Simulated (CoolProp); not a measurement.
Properties of fluorine along the isotherm 165.6 K.

Values from CoolProp's reference Helmholtz-energy equation of state, de Reuck 1990.

| p (MPa) | phase | Z | speed of sound (m/s) | Joule-Thomson coefficient (K/MPa) | isothermal compressibility (1/MPa) |
|---|---|---|---|---|---|
| 2 | gas | 0.9130 | 215.4 | 6.022 | 0.5510 |
| 4 | gas | 0.8146 | 206.7 | 5.812 | 0.3136 |
| 6 | supercritical | 0.7045 | 199.9 | 5.321 | 0.2499 |
| 8 | supercritical | 0.5826 | 198.6 | 4.311 | 0.2281 |
| 10 | supercritical | 0.4897 | 220.4 | 2.804 | 0.1567 |
| 12 | supercritical | 0.4682 | 262.9 | 1.724 | 0.07901 |
| 14 | supercritical | 0.4847 | 302.3 | 1.149 | 0.04555 |
| 16 | supercritical | 0.5142 | 335.8 | 0.8142 | 0.03064 |
| 18 | supercritical | 0.5488 | 365.4 | 0.5954 | 0.02266 |
| 20 | supercritical | 0.5858 | 392.3 | 0.4404 | 0.01778 |
